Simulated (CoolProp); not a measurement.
Saturation properties of dodecamethylcyclohexasiloxane (D6).

Values from CoolProp's reference Helmholtz-energy equation of state, Colonna 2008. It is a short technical equation, of lower accuracy than the large ones.

| T (K) | p (bar) | liquid density (kg/m³) | vapour density (kg/m³) | liquid cp (kJ/(kg K)) | surface tension (mN/m) |
|---|---|---|---|---|---|
| 507.8 | [?] | 719.8 | 9.180 | 2.004 | 4.36 |
| 511.7 | 0.8768 | 714.2 | 10.03 | 2.013 | 4.17 |
| 515.5 | 0.9558 | 708.7 | 10.93 | 2.022 | 3.98 |
| 519.4 | 1.043 | 703.1 | 11.92 | 2.031 | 3.79 |
| 523.2 | 1.133 | 697.4 | 12.95 | 2.039 | 3.61 |
| 527.1 | 1.232 | 691.6 | 14.09 | 2.049 | 3.43 |
| 530.9 | 1.335 | 685.8 | 15.29 | 2.058 | 3.26 |
| 534.8 | 1.448 | 679.7 | 16.60 | 2.068 | 3.08 |
| 538.6 | 1.565 | 673.7 | 17.98 | 2.077 | 2.92 |
| 542.4 | 1.689 | 667.6 | [?] | 2.087 | 2.75 |
| 546.3 | 1.824 | 661.2 | 21.09 | 2.097 | 2.59 |
| 550.1 | 1.964 | 654.8 | [?] | 2.108 | [?] |
| 554 | 2.117 | 648.1 | 24.68 | 2.119 | 2.28 |
| 557.8 | 2.274 | 641.4 | 26.65 | 2.130 | 2.13 |

What belongs in the gaps?


- 507.8, p (bar): 0.8012
- 542.4, vapour density (kg/m³): 19.46
- 550.1, vapour density (kg/m³): 22.79
- 550.1, surface tension (mN/m): 2.43

It boils at 518.1 K under 1 atm.

Surface tension comes from a separate correlation (Mulero 2014).
